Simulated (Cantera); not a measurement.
A closed system holds: 1 mol SiC, 0.29 mol CO2, 2.7 mol H2, held at 1073 K and 0.140 Pa.

Equilibrium computed with Cantera from the NASA thermochemical tables; the gas is ideal and each condensed phase is pure. Candidate condensed phases: C, C6H6, C7H8, C8H18, H2O, Si, SiC, SiO2; 123 gas species. Mutual solubility and eutectic melting of coexisting phases are not modelled. The numbers say what is thermodynamically allowed, not how fast it happens.

Base state: H2 0.874, CO 0.125, SiO 0.000346, H 1.11e-5 (mole fractions); condensed: SiC(s) + SiO2(β-quartz).

Question: What changes in the equilibrium state with this change: temperature from 1073 K to 1325 K?

Answer: 
```
species                before    after
-------------------  --------  -------
H2                      0.874    0.822
CO                      0.125    0.133
SiO                  0.000346   0.0442
H                     1.11e-5  0.00125
SiC(s), mol             0.903    0.855
SiO2(β-quartz), mol    0.0960        0
```
